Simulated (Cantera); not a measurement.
## Equilibrium for roasting and sulfation: Fe₂O₃ + SO₃ + CO₂

Charge: 1 mol Fe₂O₃, 0.084 mol SO₃, 0.077 mol CO₂, held at 800 K.

Equilibrium computed with Cantera from the NASA thermochemical tables; the gas is ideal and each condensed phase is pure. Candidate condensed phases: C, Fe, Fe(CO)₅, FeO, FeS, FeSO₄, FeS₂, Fe₂O₃, Fe₂(SO₄)₃, Fe₃O₄, S; 25 gas species. Kinetics and transport are ignored.

```json
[
 {"P (Pa)": "1000", "x CO₂": "0.682", "x SO₂": "0.133", "x SO₃": "0.118", "x O₂": "0.0666", "n Fe₂O₃(s)": "0.981", "n Fe₂(SO₄)₃(s)": "0.0185"},
 {"P (Pa)": "2600", "x CO₂": "0.878", "x SO₂": "0.0512", "x SO₃": "0.0455", "x O₂": "0.0256", "n Fe₂O₃(s)": "0.975", "n Fe₂(SO₄)₃(s)": "0.0252"},
 {"P (Pa)": "6700", "x CO₂": "0.953", "x SO₂": "0.0199", "x SO₃": "0.0177", "x O₂": "0.00993", "n Fe₂O₃(s)": "0.973", "n Fe₂(SO₄)₃(s)": "0.0270"},
 {"P (Pa)": "17000", "x CO₂": "0.981", "x SO₂": "0.00783", "x SO₃": "0.00696", "x O₂": "0.00392", "n Fe₂O₃(s)": "0.972", "n Fe₂(SO₄)₃(s)": "0.0276"},
 {"P (Pa)": "45000", "x CO₂": "0.993", "x SO₂": "0.00296", "x SO₃": "0.00263", "x O₂": "0.00148", "n Fe₂O₃(s)": "0.972", "n Fe₂(SO₄)₃(s)": "0.0279"},
 {"P (Pa)": "120000", "x CO₂": "0.997", "x SO₂": "0.00111", "x SO₃": "0.000986", "x O₂": "0.000555", "n Fe₂O₃(s)": "0.972", "n Fe₂(SO₄)₃(s)": "0.0279"},
 {"P (Pa)": "300000", "x CO₂": "0.999", "x SO₂": "0.000444", "x SO₃": "0.000394", "x O₂": "0.000222", "n Fe₂O₃(s)": "0.972", "n Fe₂(SO₄)₃(s)": "0.0280"},
 {"P (Pa)": "770000", "x CO₂": "1.000", "x SO₂": "0.000173", "x SO₃": "0.000154", "x O₂": "8.64e-5", "n Fe₂O₃(s)": "0.972", "n Fe₂(SO₄)₃(s)": "0.0280"},
 {"P (Pa)": "2000000", "x CO₂": "1.000", "x SO₂": "6.66e-5", "x SO₃": "5.92e-5", "x O₂": "3.33e-5", "n Fe₂O₃(s)": "0.972", "n Fe₂(SO₄)₃(s)": "0.0280"}
]
```
x: gas mole fraction; n: condensed amount in mol.

From 7.50 Torr to 15000 Torr the condensed part is Fe₂O₃(s) + Fe₂(SO₄)₃(s).
